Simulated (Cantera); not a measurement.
Input: 1 mol Si, a varied amount of F2, 6.8 mol N2, at 1323 K and 82.5 Torr.

These are equilibrium values from Cantera (NASA tables, ideal gas, pure condensed phases), not measurements of a reactor. Candidate condensed phases: Si, Si3N4; 16 gas species. N2 is the only nitrogen source here; it is nearly inert below about 1500 K, so the nitride shown seldom forms there in practice. Rates play no part.

Task: Which condensed phases are stable at each of these points (n(F2) (mol)): 0.51, 1.2, 1.9, 2.6, 3.3, 4.1, 4.8, 5.5?

Result: 
| n(F2) (mol) | condensed phases | Si condensed (%) |
|---|---|---|
| 0.51 | Si3N4(s) | 74.4 |
| 1.2 | Si3N4(s) | 39.8 |
| 1.9 | Si3N4(s) | 4.8 |
| 2.6 | gas only | 0.0 |
| 3.3 | gas only | 0.0 |
| 4.1 | gas only | 0.0 |
| 4.8 | gas only | 0.0 |
| 5.5 | gas only | 0.0 |

From 0.51 mol F2 to 1.9 mol F2 the condensed part is Si3N4(s). From 2.6 mol F2 to 5.5 mol F2 nothing is condensed.
